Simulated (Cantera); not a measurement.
Feed: 1 mol SiH₂Cl₂, 13 mol NH₃, 13 mol N₂, held at 0.0190 bar.

Cantera equilibrium calculation (NASA polynomials, part measured and part estimated; ideal gas, pure solids and liquids). Candidate condensed phases: NH₄Cl, Si, Si₃N₄; 28 gas species. Gases not in the tables: Si₂H₆ and higher silanes. Kinetics and transport are ignored.

Q: What share of the Si ends up in condensed phases as a function of T (°C), at 1027, 1127, 1227, 1327, 1427, 1527, 1627, 1727?

A: 
```tsv
T (°C)	Si condensed (%)	as
1027	99.9	Si₃N₄(s)
1127	99.5	Si₃N₄(s)
1227	98.0	Si₃N₄(s)
1327	93.5	Si₃N₄(s)
1427	83.8	Si₃N₄(s)
1527	68.6	Si₃N₄(s)
1627	67.7	Si(l)
1727	61.0	Si(l)
```
